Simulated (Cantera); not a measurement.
# Aluminium and copper etching: Cu + F2 + H2

Charge: 1 mol Cu, 0.87 mol F2, 45 mol H2.

Cantera equilibrium calculation (NASA polynomials, part measured and part estimated; ideal gas, pure solids and liquids). Candidate condensed phases: Cu, CuF2; 15 gas species. Equilibrium is a limit: real reactors are often held back by kinetics, nucleation or transport.

Question: Map the stable condensed phases over T = 423, 523, 623, 723, 823, 923, 1023, 1123, 1223, 1323, 1423, 1523 K and P in Pa = 1, 4.2, 18, 75, 320, 1300, 5600, 24000, 100000.

Answer: 
```
T in K \ P in Pa
              1    4.2     18     75    320   1300   5600  24000 100000
   1523       A      A      A      B      B      B      B      B      B
   1423       A      A      B      B      B      B      B      B      B
   1323       A      B      B      B      B      B      B      B      B
   1223       B      B      B      B      B      B      B      B      B
   1123       B      B      B      B      B      B      B      B      B
   1023       B      B      B      B      B      B      B      B      B
    923       B      B      B      B      B      B      B      B      B
    823       B      B      B      B      B      B      B      B      B
    723       B      B      B      B      B      B      B      B      B
    623       B      B      B      B      B      B      B      B      B
    523       B      B      B      B      B      B      B      B      B
    423       B      B      B      B      B      B      B      B      B
```
A: gas only; B: Cu.
